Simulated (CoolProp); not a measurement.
The fluid at 291.45 K and 7.81 MPa flows at 17 m/s in a round tube of 10 mm bore and 1.5 µm roughness, fully developed (64/Re and Nu = 3.66 if laminar; Colebrook and Gnielinski if turbulent). The same conditions are run with several fluids, on thermodynamics alone (safety and materials aside).

Values from CoolProp's reference Helmholtz-energy equation of state of each fluid (carbon dioxide: Span 1996; n-hexane: Thol 2019; n-octane: Beckmüller 2019; C2F6 (R116): Lemmon 2006; R141b: Lemmon 2006).

Task: Rank carbon dioxide, n-hexane, n-octane, C2F6 (R116), R141b by Reynolds number, highest first.

Result: carbon dioxide (1810000), C2F6 (R116) (1710000), R141b (448000), n-hexane (330000), n-octane (201000)

```csv
fluid,Darcy friction factor,pressure drop (Pa/m),heat-transfer coefficient (W/(m² K)),mass flow (kg/h)
carbon dioxide,0.0136,166000,49400,4040
n-hexane,0.0157,151000,21300,3210
n-octane,0.0168,172000,17600,3410
C2F6 (R116),0.0137,229000,26300,5560
R141b,0.0151,276000,20800,6060
```

Transport values come from each fluid's own correlations; those of C2F6 (R116), R141b are estimates that may be off by 10 % or more.
